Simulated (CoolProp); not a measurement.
Vapour pressure (MPa) of m-xylene: the reference equation beside estimates from Tc = 343.7 °C, pc = 3.535 MPa, ω = 0.326. Clausius-Clapeyron is anchored at 104.15 °C with a constant enthalpy of vaporisation of 38.24 kJ/mol.

Values from CoolProp's reference Helmholtz-energy equation of state, Zhou 2012.

```
T (°C)  reference  Clausius-Clapeyron  van der Waals  Redlich-Kwong
------  ---------  ------------------  -------------  -------------
104.15    0.03583             0.03583         0.3427        0.08827
122.05    0.06272             0.06223         0.4437         0.1395
139.95     0.1038              0.1030         0.5629         0.2102
157.85     0.1635              0.1636         0.7017         0.3041
175.65     0.2467              0.2498         0.8601         0.4244
193.55     0.3600              0.3701          1.041         0.5762
211.45     0.5093              0.5326          1.245         0.7625
229.35     0.7015              0.7468          1.472         0.9870
247.25     0.9439               1.023          1.724          1.253
265.05      1.243               1.370          2.000          1.562
```

Absolute difference from the reference over all 10 rows, mean and median: Clausius-Clapeyron 3.5 and 2.0 %, van der Waals 307.1 and 218.9 %, Redlich-Kwong 73.8 and 66.0 %.
